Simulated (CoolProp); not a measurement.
Model: reference Helmholtz-energy equation of state, Gao 2016, in CoolProp.

Task: For sulfur dioxide, give the phase and the cp (kJ/(kg K)), cv (kJ/(kg K)) at 201.05 °C and 4.75 bar; 77.35 °C and 37.4 bar; 88.15 °C and 1.12 bar.

Result: 
- 201.05 °C and 4.75 bar: gas; cp 0.731, cv 0.591
- 77.35 °C and 37.4 bar: liquid; cp 1.52, cv 0.803
- 88.15 °C and 1.12 bar: gas; cp 0.670, cv 0.534
